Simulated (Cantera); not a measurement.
# CH3F + CH4 + H2 (fluorocarbon and chlorocarbon gases)

Input: 1 mol CH3F, 0.41 mol CH4, 0.41 mol H2, equilibrated at 2277 °C.

These are equilibrium values from Cantera (NASA tables, ideal gas, pure condensed phases), not measurements of a reactor. Candidate condensed phases: C, C6H6, C7H8, C8H18; 95 gas species. The numbers say what is thermodynamically allowed, not how fast it happens.

| P (Pa) | x H | x H2 | x HF | x C3 | x F | x C | n C(graphite) |
|---|---|---|---|---|---|---|---|
| 1 | 0.740 | 0.00562 | 0.121 | 0.0605 | 0.0377 | 0.0270 | 0 |
| 10 | 0.738 | 0.0560 | 0.184 | 0.0107 | 0.00575 | 0.00326 | 1.20 |
| 100 | 0.503 | 0.260 | 0.230 | 0.00107 | 0.00106 | 0.000326 | 1.36 |
| 1000 | 0.220 | 0.498 | 0.275 | 0.000107 | 0.000289 | 3.26e-5 | 1.36 |
| 10000 | 0.0775 | 0.617 | 0.297 | 1.07e-5 | 8.87e-5 | 3.26e-6 | 1.35 |
| 100000 | 0.0253 | 0.660 | 0.306 | 1.07e-6 | 2.79e-5 | 3.26e-7 | 1.35 |
x: gas mole fraction; n: condensed amount in mol.

At 0.00750 Torr nothing is condensed. From 0.0750 Torr to 750 Torr the condensed part is C(graphite). The main C-bearing gas is C3 at 0.00750 Torr and C2H2 (acetylene) at 750 Torr. The share of C in condensed phases is highest at 0.750 Torr (96.4 %) and lowest at 0.00750 Torr (0.0 %).
